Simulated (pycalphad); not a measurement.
All values are pycalphad results on the COST 507 light-alloy database (1999) (1 atm), not direct measurements. The data set is of 1999 and partly superseded. Kinetics are ignored, which matters at the lower temperatures.

Molar enthalpy of Si-4.46Zr (at.%) in equilibrium (SER reference):

```csv
T (K),H (kJ/mol),phases
2600,102.55,liquid
2500,99.76,liquid
2400,96.98,liquid
2300,94.19,liquid
2200,91.40,liquid
2100,88.62,liquid
2000,85.83,liquid
1900,83.05,liquid
1800,80.28,liquid
1750,78.89,liquid
1700,77.50,liquid
1600,25.98,diamond (Si) + SI2ZR
1550,24.54,diamond (Si) + SI2ZR
1500,23.11,diamond (Si) + SI2ZR
1400,20.28,diamond (Si) + SI2ZR
1300,17.50,diamond (Si) + SI2ZR
1200,14.75,diamond (Si) + SI2ZR
1100,12.06,diamond (Si) + SI2ZR
1000,9.40,diamond (Si) + SI2ZR
900,6.80,diamond (Si) + SI2ZR
800,4.24,diamond (Si) + SI2ZR
700,1.74,diamond (Si) + SI2ZR
600,-0.71,diamond (Si) + SI2ZR
500,-3.08,diamond (Si) + SI2ZR
```

Cooling from 1700 K to 1600 K, across the freezing range, releases 51.5 kJ/mol, or 1670 J/g. The slope is 28 J/(mol K) in the liquid and 29 J/(mol K) just below the solidus, where it includes any heat of precipitation. Liquidus 1660 K, solidus 1635 K. Changes were sought between steps of 50 K, so a narrower field can be missed.

Database names, with the compositions (at.%) that they take in these runs: SI2ZR: Si 67 Zr 33.
